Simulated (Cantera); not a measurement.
A closed system holds: 1 mol SO2, 4.3 mol H2O, at 825 °C and 0.130 bar.

Equilibrium computed with Cantera from the NASA thermochemical tables; the gas is ideal and each condensed phase is pure. Candidate condensed phases: H2O, H2SO4, S; 19 gas species. Equilibrium is a limit: real reactors are often held back by kinetics, nucleation or transport.

Base state: H2O 0.811, SO2 0.189, H2 1.11e-5, SO3 1.10e-5 (mole fractions); condensed: gas only.

**Question.** What changes in the equilibrium state with this change: temperature from 825 °C to 3127 °C?

**Answer.** 
```json
[
 {"species": "H", "before": "<1e-9", "after": "0.388"},
 {"species": "O", "before": "<1e-9", "after": "0.239"},
 {"species": "OH", "before": "7.36e-8", "after": "0.0938"},
 {"species": "H2O", "before": "0.811", "after": "0.0497"},
 {"species": "S", "before": "<1e-9", "after": "0.0270"},
 {"species": "O2", "before": "6.50e-8", "after": "0.0513"},
 {"species": "SO", "before": "1.01e-7", "after": "0.0453"},
 {"species": "H2", "before": "1.11e-5", "after": "0.0896"},
 {"species": "SO2", "before": "0.189", "after": "0.0142"},
 {"species": "SH", "before": "<1e-9", "after": "0.00179"},
 {"species": "S2", "before": "<1e-9", "after": "0.000187"},
 {"species": "H2S", "before": "<1e-9", "after": "2.78e-5"},
 {"species": "HO2", "before": "<1e-9", "after": "1.19e-5"}
]
```

**Question.** What changes in the equilibrium state with this change: temperature from 825 °C to 1825 °C?

**Answer.** 
```csv
species,before,after
H2O,0.811,0.783
SO2,0.189,0.184
H2,1.11e-5,0.0151
O2,6.50e-8,0.00709
H,<1e-9,0.00105
O,<1e-9,0.000321
OH,7.36e-8,0.00646
SO,1.01e-7,0.00211
```
